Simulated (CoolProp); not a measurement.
CHF3 (R23) along the isobar 67.4 bar: fugacity coefficient from the reference equation and from simpler models built on Tc = 299.3 K, pc = 48.32 bar, ω = 0.263; each cubic takes its own stable root.

The numbers come from the reference Helmholtz-energy equation of state, Penoncello 2003 in CoolProp.

```json
[
 {"T (K)": "260.4", "phase": "liquid", "reference": "0.2348"},
 {"T (K)": "279.9", "phase": "liquid", "reference": "0.3574"},
 {"T (K)": "299.4", "phase": "supercritical", "reference": "0.4961"},
 {"T (K)": "318.9", "phase": "supercritical", "reference": "0.6215"},
 {"T (K)": "338.4", "phase": "supercritical", "reference": "0.6986"},
 {"T (K)": "358", "phase": "supercritical", "reference": "0.7544"},
 {"T (K)": "377.5", "phase": "supercritical", "reference": "0.7977"},
 {"T (K)": "397", "phase": "supercritical", "reference": "0.8327"},
 {"T (K)": "416.5", "phase": "supercritical", "reference": "0.8613"},
 {"T (K)": "436", "phase": "supercritical", "reference": "0.8850"},
 {"T (K)": "455.5", "phase": "supercritical", "reference": "0.9049"},
 {"T (K)": "475", "phase": "supercritical", "reference": "0.9216"}
]
```

Question: How far does each simpler model (Redlich-Kwong, Peng-Robinson) lie from the reference over these 12 states: mean and median of the absolute difference, and the worst?

Answer: 
- Redlich-Kwong: mean 4.7 %, median 2.3 %, worst +22.4 % at 260.4 K and 67.4 bar
- Peng-Robinson: mean 1.1 %, median 1.0 %, worst +2.3 % at 260.4 K and 67.4 bar
